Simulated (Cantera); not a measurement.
A perfectly stirred reactor is fed with CH4 : O2 : N2 = 0.0093 : 0.0056 : 1 (molar parts), equivalence ratio 3.3, at 5.70 bar; it is held at 1425 K, and followed from long to short residence time.

Detailed kinetics in Cantera: GRI-Mech 3.0 (53 species, 325 reactions).

One state of this run: x CH4 = 0.00901; x O2 = 0.00545; x HO2 = 9.15e-8; x OH = 6.77e-9; x H2 = 7.02e-5. x: mole fraction; the columns are a selection and need not sum to one.

Task: Which value of τ (s) does it belong to?
A) 0.0071
B) 0.15
C) 0.40
D) 0.054

Result: A, 0.0071
